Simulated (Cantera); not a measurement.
Input: 1 mol MgCO3, 7.4 mol H2, 0.73 mol H2O, at 2075 K and 13300 Pa.

These are equilibrium values from Cantera (NASA tables, ideal gas, pure condensed phases), not measurements of a reactor. Candidate condensed phases: C, C6H6, C7H8, C8H18, H2O, Mg, MgCO3, MgO, Mg(OH)2; 116 gas species. Equilibrium is a limit: real reactors are often held back by kinetics, nucleation or transport.

Base state: H2 0.699, H2O 0.184, CO 0.103, H 0.00610, CO2 0.00561, Mg 0.00122, OH 0.000183, MgOH 5.51e-5 (mole fractions); condensed: MgO(s).

Question: What changes in the equilibrium state with this change: temperature from 2075 K to 2050 K?

Answer: 
| species | before | after |
|---|---|---|
| H2 | 0.699 | 0.701 |
| H2O | 0.184 | 0.184 |
| CO | 0.103 | 0.103 |
| H | 0.00610 | 0.00520 |
| Mg | 0.00122 | 0.000873 |
| MgOH | 5.51e-5 | 4.12e-5 |
| OH | 0.000183 | 0.000149 |
| Mg(OH)2 | 1.29e-5 | 1.07e-5 |
| CO2 | 0.00561 | 0.00570 |
| MgO(s), mol | 0.988 | 0.991 |
